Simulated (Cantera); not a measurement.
Input: 1 mol NH₃, 0.0092 mol SO₂, 0.072 mol H₂, at 0.0100 bar.

Equilibrium computed with Cantera from the NASA thermochemical tables; the gas is ideal and each condensed phase is pure. Candidate condensed phases: H₂O, H₂SO₄, S; 35 gas species. Rates play no part. All values below are at 1775 °C.

Base state: H₂ 0.730, N₂ 0.238, H 0.0191, H₂O 0.00868, SH 0.00151, S 0.000965, H₂S 0.000847, S₂ 0.000498 (mole fractions); condensed: gas only.

Question: What changes in the equilibrium state with this change: 0.0066 mol H₂S added?

Answer: 
| species | before | after |
|---|---|---|
| H₂ | 0.730 | 0.729 |
| N₂ | 0.238 | 0.237 |
| H | 0.0191 | 0.0191 |
| SH | 0.00151 | 0.00231 |
| S₂ | 0.000498 | 0.00116 |
| S | 0.000965 | 0.00147 |
| H₂S | 0.000847 | 0.00129 |
| SO | 6.42e-5 | 9.73e-5 |
